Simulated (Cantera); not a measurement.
A freely propagating, adiabatic, planar premixed flame of CO : H2 : O2 : N2 = 1 : 1.1 : 0.808 : 3.04 (molar parts), equivalence ratio 1.3, unburnt at 498 K and 0.800 bar; mixture-averaged transport, grid criteria slope 0.08 and curve 0.16, no radiation.

Model: GRI-Mech 3.0 (53 species, 325 reactions), integrated in Cantera. Burning velocities carry a grid error of a few per cent, more on coarse grids.

How do the results move with these cheaper or finer settings: unity-Lewis-number transport; multicomponent transport; multicomponent+Soret transport; grid criteria slope 0.5, curve 1; grid criteria slope 0.25, curve 0.5; grid criteria slope 0.03, curve 0.06?


| setting | laminar burning velocity | thermal thickness | peak x(HO2) | peak x(OH) | grid points |
|---|---|---|---|---|---|
| as above | 380 cm/s | 0.679 mm | 0.000288 | 0.0130 | 138 |
| unity-Lewis-number transport | 246 cm/s | 0.503 mm | 0.000205 | 0.0130 | 130 |
| multicomponent transport | 374 cm/s | 0.675 mm | 0.000289 | 0.0130 | 138 |
| multicomponent+Soret transport | 354 cm/s | 0.665 mm | 0.000289 | 0.0129 | 138 |
| grid criteria slope 0.5, curve 1 | 432 cm/s | 0.844 mm | 0.000269 | 0.0134 | 40 |
| grid criteria slope 0.25, curve 0.5 | 399 cm/s | 0.743 mm | 0.000277 | 0.0130 | 66 |
| grid criteria slope 0.03, curve 0.06 | 375 cm/s | 0.664 mm | 0.000292 | 0.0129 | 320 |
The base run took about 30 core-seconds (a rough figure).
Unity Lewis numbers drop preferential diffusion, which matters most where H2 and H carry the flame; Soret adds thermal diffusion.
